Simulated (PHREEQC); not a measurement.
PHREEQC input (Pitzer model, pitzer.dat):

```
SOLUTION 1
  temp 20
  units mol/kgw
  pH 7 charge
  S(6) 0.0042
  Na 0.0334
  Cl 0.025
END
USE solution 1
INCREMENTAL_REACTIONS false
REACTION 1
  H2O -1
  0 9.886 18.011 24.689 30.178 34.689 38.397 41.444
  43.949 46.007 47.699 49.089 50.232 51.172 51.944 52.578
  53.1 53.528 53.88 54.17 54.408 54.603 54.764 54.896
  55.005 55.094 55.168 55.228 moles
EQUILIBRIUM_PHASES 1
  Halite 0 0
  Mirabilite 0 0
  Thenardite 0 0
SELECTED_OUTPUT 1
  -reset false
  -pH true
  -pe true
  -ionic_strength true
  -water true
  -activities H2O
  -totals Cl Na S
  -molalities H+ Na+ Cl- SO4-2 OH- HSO4-
  -equilibrium_phases Halite Mirabilite Thenardite
PRINT
  -reset false
END
```

Selected output (columns that matter, 21 of 28 rows; water left (kg) added in front):

```
water left (kg)	pH	mu	Cl	Na	S	m_H+	m_Na+	m_Cl-	m_SO4-2	m_OH-	la_H2O
1	7.1131	0.0376	0.025	0.0334	0.0042	9.179e-08	0.0334	0.025	0.0042	1.0673e-07	-0.00045806
0.821894	7.1169	0.045748	0.030418	0.040638	0.0051101	9.2179e-08	0.040638	0.030418	0.0051101	1.093e-07	-0.00055468
0.555203	7.1251	0.067723	0.045029	0.060158	0.0075648	9.2926e-08	0.060158	0.045029	0.0075648	1.1512e-07	-0.00081317
0.456313	7.1294	0.0824	0.054787	0.073195	0.0092042	9.3277e-08	0.073195	0.054787	0.0092042	1.1838e-07	-0.00098447
0.375043	7.1339	0.10025	0.066659	0.089056	0.011199	9.3609e-08	0.089056	0.066659	0.011199	1.2188e-07	-0.0011918
0.253345	7.1429	0.14841	0.09868	0.13184	0.016578	9.4189e-08	0.13184	0.09868	0.016578	1.2955e-07	-0.001747
0.208215	7.1472	0.18058	0.12007	0.16041	0.020171	9.4418e-08	0.16041	0.12007	0.020171	1.337e-07	-0.0021156
0.171138	7.1513	0.21971	0.14608	0.19516	0.024542	9.459e-08	0.19516	0.14608	0.024542	1.3802e-07	-0.0025623
0.115613	7.1584	0.32522	0.21624	0.2889	0.036328	9.4678e-08	0.2889	0.21624	0.036328	1.4704e-07	-0.0037619
0.0950203	7.161	0.3957	0.2631	0.3515	0.044201	9.4535e-08	0.3515	0.2631	0.044201	1.5163e-07	-0.0045611
0.0641769	7.1637	0.58588	0.38955	0.52044	0.065444	9.3648e-08	0.52044	0.38955	0.065444	1.6059e-07	-0.0067178
0.0527548	7.1634	0.71273	0.47389	0.63312	0.079614	9.277e-08	0.63312	0.47389	0.079614	1.6474e-07	-0.0081607
0.0433504	7.1616	0.86735	0.5767	0.77047	0.096885	9.1477e-08	0.77047	0.5767	0.096885	1.6851e-07	-0.0099282
0.0292979	7.1528	1.2834	0.8533	1.14	0.14335	8.7133e-08	1.14	0.8533	0.14335	1.7423e-07	-0.014755
0.0240733	7.1453	1.5619	1.0385	1.3874	0.17447	8.3736e-08	1.3874	1.0385	0.17447	1.7583e-07	-0.018065
0.0197855	7.1355	1.9004	1.2636	1.6881	0.21228	7.927e-08	1.6881	1.2636	0.21228	1.7634e-07	-0.022189
0.0133718	7.1086	2.8119	1.8696	2.4978	0.31409	6.6373e-08	2.4978	1.8696	0.31409	1.735e-07	-0.033989
0.0109937	7.0919	3.4202	2.274	3.0381	0.38204	5.7724e-08	3.0381	2.274	0.38204	1.701e-07	-0.042525
0.00902992	7.0739	4.1639	2.7686	3.6988	0.46512	4.768e-08	3.6988	2.7686	0.46512	1.6555e-07	-0.053788
0.00609331	7.0422	6.1707	4.1029	5.4814	0.68928	2.5738e-08	5.4814	4.1029	0.68928	1.5527e-07	-0.08938
0.00501235	7.0355	7.5015	4.9877	6.6635	0.83793	1.5901e-08	6.6635	4.9877	0.83793	1.5136e-07	-0.11772
```
